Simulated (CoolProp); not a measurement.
The fluid at 482 K and 0.451 MPa flows at 0.24 m/s in a round tube of 6 mm bore and 45 µm roughness, fully developed (64/Re and Nu = 3.66 if laminar; Colebrook and Gnielinski if turbulent). The same conditions are run with several fluids, on thermodynamics alone (safety and materials aside).

Model: reference Helmholtz-energy equation of state of each fluid (CF4 (R14): Platzer 1990; c-C4F8 (RC318): Platzer 1990; methane: Setzmann 1991; normal hydrogen: Leachman 2009; propane: Lemmon 2009), in CoolProp. The equations of Platzer and Polt are older, rougher fits.

```
fluid            Reynolds number  Darcy friction factor  pressure drop (Pa/m)  heat-transfer coefficient (W/(m² K))  mass flow (kg/h)
---------------  ---------------  ---------------------  --------------------  ------------------------------------  ----------------
CF4 (R14)                    558                  0.115                  5.45                                  18.7             0.242
c-C4F8 (RC318)              1790                 0.0358                  3.97                                  15.3             0.564
methane                      157                  0.407                  3.53                                  39.7            0.0441
normal hydrogen             26.3                   2.44                  2.65                                   161           0.00553
propane                      561                  0.114                  2.76                                  26.7             0.123
```

Transport values come from each fluid's own correlations; those of CF4 (R14), c-C4F8 (RC318) are estimates that may be off by 10 % or more.
